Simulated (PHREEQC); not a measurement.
0.011 g of hydrous ferric oxide (600 m²/g; 0.2 weak and 0.005 strong sites per Fe, Dzombak-Morel constants, diffuse double layer) in 1 kg of water with 0.01 mol/kgw of an inert sodium salt and 1.3e-05 mol Na2HAsO4, at 25 °C; the pH is set by adding NaOH or the inert anion's acid. Oxygen is held at 0.21 atm. The system is closed to CO2. Nothing may precipitate in this run.

Equilibrium calculation in PHREEQC: ion-association model, wateq4f.dat.

```csv
pH,As sorbed (%),surface charge σ (C/m²),surface potential ψ (mV)
3,99.9,0.118,151
3.67,99.8,0.078,132
4.33,99.6,0.047,108
5,99.1,0.026,78
5.67,97.5,0.012,46
6.33,93.4,0.004,16
7.67,61.2,-0.008,-33
8.33,34.4,-0.014,-53
9,17.2,-0.023,-73
9.67,7.6,-0.036,-94
10.33,2.2,-0.058,-118
11,0.4,-0.100,-143
```

The oxide is taken as insoluble; below pH 4 it would dissolve.
